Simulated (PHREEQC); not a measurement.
Solution (20 °C): 2.6 mmol/kgw HBr, 0.55 mmol/kgw CuSO4 and 0.27 mmol/kgw MnSO4. Closed to the air; pH follows from the charge balance.

The numbers come from PHREEQC with the ion-association model, phreeqc.dat.

The pH is 2.63. The ionic strength comes out as 0.00546 mol/kgw and the specific conductance is 1060 µS/cm. The total alkalinity is -2.60 meq/kg.

| species | molality | activity | log γ |
|---|---|---|---|
| Br- | 0.00260 | 0.00240 | -0.035 |
| H+ | 0.00249 | 0.00232 | -0.031 |
| SO4-2 | 0.000662 | 0.000487 | -0.134 |
| Cu+2 | 0.000514 | 0.000380 | -0.131 |
| Mn+2 | 0.000255 | 0.000189 | -0.131 |
| HSO4- | 0.000107 | 9.88e-5 | -0.034 |
| CuSO4 | 3.64e-5 | 3.65e-5 | 0.001 |
| MnSO4 | 1.48e-5 | 1.48e-5 | 0.001 |
| CuOH+ | 1.77e-9 | 1.64e-9 | -0.034 |

This is a speciation only: nothing precipitates in the calculation. Species that the database lacks are ignored.
